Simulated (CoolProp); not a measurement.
Vapour-liquid equilibrium of cyclohexane (1) + toluene (2) at 240 kPa; x and y are mole fractions of (1).

Computed with CoolProp (multi-fluid Helmholtz-energy mixture model, Zhou 2014 and Lemmon 2006; pair parameters Bell 2016).

```csv
x,bubble temperature (°C),y at the bubble point,dew temperature at overall composition x (°C),liquid density (mol/L)
0.05,141.0,0.110,142.7,8.087
0.125,137.0,0.249,140.6,8.106
0.2,133.4,0.364,138.4,8.120
0.275,130.3,0.459,136.2,8.130
0.35,127.6,0.541,133.8,8.137
0.425,125.1,0.612,131.4,8.141
0.5,123.0,0.674,129.0,8.144
0.575,121.0,0.731,126.4,8.146
0.65,119.2,0.783,123.8,8.147
0.725,117.5,0.831,121.2,8.148
0.8,116.0,0.878,118.6,8.149
0.875,114.6,0.924,116.1,8.150
0.95,113.3,0.969,113.8,8.153
```

No azeotrope shows between x = 0.05 and 0.95.

Pair parameters are fitted to limited data, so mixtures are less certain than the pure fluids.
